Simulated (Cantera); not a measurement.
Thermodynamics of carbon deposition, reforming and gasification, feed C2H2 + NH3

Input: 1 mol C2H2, 0.31 mol NH3, at 2998 K and 100 Torr.

Method: chemical equilibrium by Gibbs-energy minimisation in Cantera with the NASA 1993 tables (ideal gas, pure condensed phases). Candidate condensed phases: C, C6H6, C7H8, C8H18; 92 gas species. Equilibrium is a limit: real reactors are often held back by kinetics, nucleation or transport.

| Property | Result |
|---|---|
| x(H2) | 0.541 |
| x(H) | 0.316 |
| x(N2) | 0.0579 |
| x(HCN) | 0.0353 |
| x(C2H2 (acetylene)) | 0.0335 |
| x(HNC) | 0.00665 |
| x(C2H) | 0.00335 |
| x(C3) | 0.00229 |
| x(CN) | 0.00212 |
| n(C(graphite)) | 1.75 mol |
| gas amount | 1.937 mol |
